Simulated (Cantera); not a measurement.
Charge: 1 mol B, 26 mol NH3, equilibrated at 1173.15 K and 0.00770 bar.

Cantera equilibrium calculation (NASA polynomials, part measured and part estimated; ideal gas, pure solids and liquids). Candidate condensed phases: B, BN; 15 gas species. The numbers say what is thermodynamically allowed, not how fast it happens.

Task: What is the equilibrium state?

Result: 
```
Item                                Result
-------------------------------  ---------
x(H2)                                0.757
x(N2)                                0.243
x(H)                               1.17e-6
n(BN(s))                          1.00 mol
gas amount                       51.50 mol
log10 activity of B(s) (absent)      -5.20
```
